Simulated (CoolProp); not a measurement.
Vapour-liquid equilibrium of sulfur hexafluoride (1) + CH2F2 (R32) (2) at 263.1 K; x and y are mole fractions of (1).

Values from CoolProp's multi-fluid Helmholtz-energy mixture model, Guder 2009 and Tillner-Roth 1997; pair parameters Bell 2016.

Question: Give the bubble pressure and the first vapour's composition at x = 0.05, 0.2, 0.8. Is there an azeotrope?

Answer: x = 0.05: 813.5 kPa, y = 0.285; x = 0.2: 1134 kPa, y = 0.508; x = 0.8: 1213 kPa, y = 0.697. y crosses x between x = 0.5 and 0.65: the model has an azeotrope there.

The pair parameters rest on a limited set of measurements; away from them the model extrapolates. With so large a gap from Raoult's law the liquid may split in two, which this calculation doesn't test in full.
